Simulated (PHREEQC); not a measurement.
Dissolve 24 mmol/kgw NH4F at 25 °C and 100 atm. Closed to the air; pH follows from the charge balance.

Model: ion-association model, phreeqc.dat, run in PHREEQC.

```json
{
  "pH": "6.23",
  "ionic_strength": "0.0240 mol/kgw",
  "specific_conductance": "2800 µS/cm"
}
```

| species | molality | activity | log γ |
|---|---|---|---|
| F- | 0.0240 | 0.0206 | -0.067 |
| NH4+ | 0.0240 | 0.0204 | -0.070 |
| NH3 | 1.92e-5 | 1.93e-5 | 0.002 |
| HF | 1.71e-5 | 1.72e-5 | 0.002 |
| HF2- | 1.50e-6 | 1.30e-6 | -0.064 |
| H+ | 6.65e-7 | 5.87e-7 | -0.054 |
| OH- | 2.19e-8 | 1.88e-8 | -0.067 |

No solid was allowed to form. Under pressure, the constants of complexes without a molar volume in the database are unreliable.
